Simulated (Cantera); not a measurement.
A perfectly stirred reactor is fed with C₂H₆ : N₂ = 1 : 0.63 (molar parts), at 1.00 atm; it is held at 1300 K, and followed from long to short residence time.

Model: GRI-Mech 3.0 (53 species, 325 reactions), integrated in Cantera. GRI-Mech 3.0 stops at C3 and has no aromatics, soot or wall deposition, so with more carbon than oxygen in the feed, carbon stays in small species such as C2H2 where larger ones or solid carbon would form.

Q: Predict: x(C₂H₆) at τ = 2.80 s; x(CH₃) at τ = 2.80 s; x(C₂H₂) at τ = 2.80 s; x(C₂H₄) at τ = 2.80 s; x(C₂H₆) at τ = 90.0 ms; x(CH₃) at τ = 90.0 ms; x(C₂H₂) at τ = 90.0 ms; x(C₂H₄) at τ = 90.0 ms.

A: 
```
Quantity                 Result
----------------------  -------
x(C₂H₆) at τ = 2.80 s   0.00324
x(CH₃) at τ = 2.80 s    2.79e-5
x(C₂H₂) at τ = 2.80 s     0.136
x(C₂H₄) at τ = 2.80 s     0.130
x(C₂H₆) at τ = 90.0 ms   0.0172
x(CH₃) at τ = 90.0 ms   4.85e-5
x(C₂H₂) at τ = 90.0 ms   0.0999
x(C₂H₄) at τ = 90.0 ms    0.197
```
